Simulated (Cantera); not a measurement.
Cantera run, input and output.

```python
import numpy as np
import cantera as ct

gas = ct.Solution("gri30.yaml", transport_model="mixture-averaged")
show = ['H', 'CH3', 'H2']

rows = []
print(f"{'T/K':>7s}{'rho':>11s}{'cp':>10s}{'mu':>11s}{'lambda':>11s}{'Pr':>7s}" + "".join(f"{'D_' + s:>11s}" for s in show))
for T in [400, 550, 700, 850, 1000, 1150, 1300, 1450]:
    gas.TPX = T, 8100, {'NO': 0.93}
    Pr = gas.cp_mass * gas.viscosity / gas.thermal_conductivity
    D = [gas.mix_diff_coeffs_mole[gas.species_index(s)] for s in show]
    rows.append([gas.density, gas.cp_mass, gas.viscosity, gas.thermal_conductivity, Pr, *D])
    print(f"{T:7g}{gas.density:11.4e}{gas.cp_mass:10.1f}{gas.viscosity:11.4e}"
          f"{gas.thermal_conductivity:11.4e}{Pr:7.3f}" + "".join(f"{d:11.4e}" for d in D))
print("SI units: kg/m3, J/kg/K, Pa s, W/m/K, m2/s")
```

Output:

```
    T/K        rho        cp         mu     lambda     Pr        D_H      D_CH3       D_H2
    400 7.3080e-02     998.6 2.3120e-05 3.2415e-02  0.712 2.5407e-03 4.6338e-04 1.5835e-03
    550 5.3149e-02    1028.1 2.8863e-05 4.1984e-02  0.707 4.4091e-03 8.0402e-04 2.7018e-03
    700 4.1760e-02    1067.4 3.3953e-05 5.1279e-02  0.707 6.6476e-03 1.2121e-03 4.0388e-03
    850 3.4391e-02    1103.5 3.8609e-05 6.0168e-02  0.708 9.2238e-03 1.6818e-03 5.5767e-03
   1000 2.9232e-02    1132.7 4.2948e-05 6.8643e-02  0.709 1.2114e-02 2.2088e-03 7.3025e-03
   1150 2.5419e-02    1153.1 4.7043e-05 7.6728e-02  0.707 1.5301e-02 2.7898e-03 9.2059e-03
   1300 2.2486e-02    1170.7 5.0942e-05 8.4459e-02  0.706 1.8770e-02 3.4222e-03 1.1279e-02
   1450 2.0160e-02    1185.8 5.4678e-05 9.1868e-02  0.706 2.2509e-02 4.1040e-03 1.3514e-02
SI units: kg/m3, J/kg/K, Pa s, W/m/K, m2/s
```

Detailed kinetics in Cantera: GRI-Mech 3.0 (53 species, 325 reactions). The composition is frozen, though it would react at the higher temperatures.
